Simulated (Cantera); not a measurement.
Input (Python, Cantera) and output of one run.

```python
import numpy as np
import cantera as ct

gas_names = """
    H HO2 H2 H2O H2O2 O OH O2 O3 Pb PbO Pb2
""".split()
cond_names = """
    H2O(s) H2O(L) Pb(cr) Pb(L) PbO(rd) PbO(yw) PbO(L) PbO2(s) Pb3O4(s)
""".split()


# ... load() reads the species with a 1 bar reference pressure and builds the phases ...
atoms = {
    'PbO': {'Pb': 1, 'O': 1},
    'H2': {'H': 2},
}
top_T = {'Pb3O4(s)': 820}  # K; cautious upper limits of use, not melting points


# ... equilibrate(T, P, feed) seeds the gas with the atoms and calls Mixture.equilibrate('TP', solver="vcs", rtol=1e-11, max_steps=5000) ...
results = []
feed = {'PbO': 1, 'H2': 32}  # mol
T = 898  # K
P = 83  # Pa
mix = equilibrate(T, P, feed)
results.append((T, P, feed, dict(zip(mix.species_names, mix.species_moles))))
print(gas.report(threshold=1e-06))
for i in range(1, mix.n_phases):
    print(f"{mix.phase(i).name:16s} {mix.phase_moles(i):12.5e} mol")
```

It prints:

```
       temperature   898 K
          pressure   83 Pa
           density   3.1519e-05 kg/m^3
  mean mol. weight   2.8354 kg/kmol
   phase of matter   gas

                          1 kg             1 kmol
                     ---------------   ---------------
          enthalpy        3.7035e+06        1.0501e+07  J
   internal energy        1.0702e+06        3.0345e+06  J
           entropy             79470        2.2533e+05  J/K
    Gibbs function       -6.7661e+07       -1.9184e+08  J
 heat capacity c_p             10673             30262  J/K
 heat capacity c_v            7740.5             21947  J/K

                      mass frac. Y      mole frac. X     chem. pot. / RT
                     ---------------   ---------------   ---------------
                H2           0.68772           0.96724           -24.372
               H2O           0.19824          0.031201           -67.488
                Pb           0.11403         0.0015604           -9.5925
     [   +9 minor]         1.338e-07        4.6545e-09

Pb(L)             9.49988e-01 mol
PbO(yw)           0.00000e+00 mol
PbO2(s)           0.00000e+00 mol
```

Equilibrium computed with Cantera from the NASA thermochemical tables; the gas is ideal and each condensed phase is pure.
